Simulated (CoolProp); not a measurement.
cis-2-butene along the isobar 5.5 MPa: density (kg/m³) from the reference equation and from simpler models built on Tc = 162.6 °C, pc = 4.236 MPa, ω = 0.202; each cubic takes its own stable root.

The numbers come from the reference Helmholtz-energy equation of state, Lemmon 2005 in CoolProp. It is a short technical equation, of lower accuracy than the large ones.

```
T (°C)          phase  reference  van der Waals  Redlich-Kwong  Soave-Redlich-Kwong  Peng-Robinson
------  -------------  ---------  -------------  -------------  -------------------  -------------
131.25         liquid      472.8          310.2          404.9                415.3          467.1
141.35         liquid      450.6          298.3          381.8                390.1          437.5
151.35         liquid      424.6          284.9          355.7                361.0          403.0
161.45         liquid      390.7          269.1          324.0                324.7          359.9
171.45  supercritical      338.7          250.0          283.6                276.1          301.8
181.55  supercritical      233.4          224.2          225.6                205.5          219.4
191.55  supercritical      167.9          188.4          171.7                157.8          167.5
201.65  supercritical      141.6          155.0          144.7                135.2          142.8
211.65  supercritical      126.4          135.6          129.1                121.6          127.9
221.75  supercritical      115.8          123.0          118.2                111.8          117.3
231.75  supercritical      107.8          114.0          110.0                104.3          109.2
241.85  supercritical      101.3          106.9          103.4                98.26          102.6
251.85  supercritical      96.02          101.2          98.05                93.25          97.20
```
